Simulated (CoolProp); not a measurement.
Properties of CH2F2 (R32) along the isotherm 399.4 K (Tc = 351.3 K, pc = 5.783 MPa, ω = 0.277).

The numbers come from the reference Helmholtz-energy equation of state, Tillner-Roth 1997 in CoolProp.

```json
[
 {"p (MPa)": "0.0457", "phase": "gas", "cp (kJ/(kg K))": "0.9887", "cv (kJ/(kg K))": "0.8273", "Prandtl number": "0.775"},
 {"p (MPa)": "0.104", "phase": "gas", "cp (kJ/(kg K))": "0.9922", "cv (kJ/(kg K))": "0.8285", "Prandtl number": "0.775"},
 {"p (MPa)": "0.237", "phase": "gas", "cp (kJ/(kg K))": "1.000", "cv (kJ/(kg K))": "0.8315", "Prandtl number": "0.774"},
 {"p (MPa)": "0.539", "phase": "gas", "cp (kJ/(kg K))": "1.019", "cv (kJ/(kg K))": "0.8382", "Prandtl number": "0.775"},
 {"p (MPa)": "1.23", "phase": "gas", "cp (kJ/(kg K))": "1.065", "cv (kJ/(kg K))": "0.8539", "Prandtl number": "0.779"},
 {"p (MPa)": "2.79", "phase": "gas", "cp (kJ/(kg K))": "1.192", "cv (kJ/(kg K))": "0.8918", "Prandtl number": "0.807"},
 {"p (MPa)": "6.35", "phase": "supercritical", "cp (kJ/(kg K))": "1.708", "cv (kJ/(kg K))": "0.9903", "Prandtl number": "0.987"},
 {"p (MPa)": "14.5", "phase": "supercritical", "cp (kJ/(kg K))": "2.783", "cv (kJ/(kg K))": "1.070", "Prandtl number": "1.69"}
]
```

Viscosity comes from a separate model (Bell 2016), an estimate that may be off by 10 % or more. Thermal conductivity comes from a separate model (Huber 2003), an estimate that may be off by 10 % or more.
